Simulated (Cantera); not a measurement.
What does this Cantera script print?

```python
import numpy as np
import cantera as ct

gas = ct.Solution("gri30.yaml", transport_model="multicomponent")
show = ['O', 'OH', 'CH3']

rows = []
print(f"{'T/K':>7s}{'rho':>11s}{'cp':>10s}{'mu':>11s}{'lambda':>11s}{'Pr':>7s}" + "".join(f"{'D_' + s:>11s}" for s in show))
for T in [400, 500, 600, 700, 800, 900, 1000, 1100, 1200]:
    gas.TPX = T, 100000, {'NH3': 0.4, 'CO2': 0.2}
    Pr = gas.cp_mass * gas.viscosity / gas.thermal_conductivity
    D = [gas.mix_diff_coeffs_mole[gas.species_index(s)] for s in show]
    rows.append([gas.density, gas.cp_mass, gas.viscosity, gas.thermal_conductivity, Pr, *D])
    print(f"{T:7g}{gas.density:11.4e}{gas.cp_mass:10.1f}{gas.viscosity:11.4e}"
          f"{gas.thermal_conductivity:11.4e}{Pr:7.3f}" + "".join(f"{d:11.4e}" for d in D))
print("SI units: kg/m3, J/kg/K, Pa s, W/m/K, m2/s")
```

It prints:

```
    T/K        rho        cp         mu     lambda     Pr        D_O       D_OH      D_CH3
    400 7.8248e-01    1518.9 1.6701e-05 3.6963e-02  0.686 5.3650e-05 5.2677e-05 3.5768e-05
    500 6.2599e-01    1647.3 2.0634e-05 4.9714e-02  0.684 8.0039e-05 7.8586e-05 5.4056e-05
    600 5.2165e-01    1768.0 2.4377e-05 6.3248e-02  0.681 1.1031e-04 1.0831e-04 7.5192e-05
    700 4.4713e-01    1876.2 2.7935e-05 7.7146e-02  0.679 1.4419e-04 1.4157e-04 9.8947e-05
    800 3.9124e-01    1971.7 3.1321e-05 9.1138e-02  0.678 1.8144e-04 1.7814e-04 1.2514e-04
    900 3.4777e-01    2058.3 3.4549e-05 1.0520e-01  0.676 2.2188e-04 2.1784e-04 1.5364e-04
   1000 3.1299e-01    2143.9 3.7637e-05 1.1967e-01  0.674 2.6538e-04 2.6055e-04 1.8433e-04
   1100 2.8454e-01    2216.5 4.0597e-05 1.3375e-01  0.673 3.1181e-04 3.0614e-04 2.1710e-04
   1200 2.6083e-01    2283.0 4.3444e-05 1.4772e-01  0.671 3.6107e-04 3.5450e-04 2.5189e-04
SI units: kg/m3, J/kg/K, Pa s, W/m/K, m2/s
```

Detailed kinetics in Cantera: GRI-Mech 3.0 (53 species, 325 reactions). Polar gases are described roughly by these parameters. The composition is frozen, though it would react at the higher temperatures.
